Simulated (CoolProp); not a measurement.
Computed with CoolProp (reference Helmholtz-energy equation of state, Lemmon 2013).

Question: Give the vapour pressure (MPa), vapour density (kg/m³), liquid cp (kJ/(kg K)), vapour viscosity (µPa s) of saturated propylene at -26.55, -14.45, 13.75 °C.

Answer: 
```
T (°C)  p (MPa)  vapour density (kg/m³)  liquid cp (kJ/(kg K))  vapour viscosity (µPa s)
------  -------  ----------------------  ---------------------  ------------------------
-26.55    0.241                    5.30                   2.28                      6.95
-14.45    0.370                    7.94                   2.35                      7.32
13.75     0.863                    18.1                   2.55                      8.37
```

Viscosity comes from a separate model (Huber 2003), an estimate that may be off by 10 % or more.
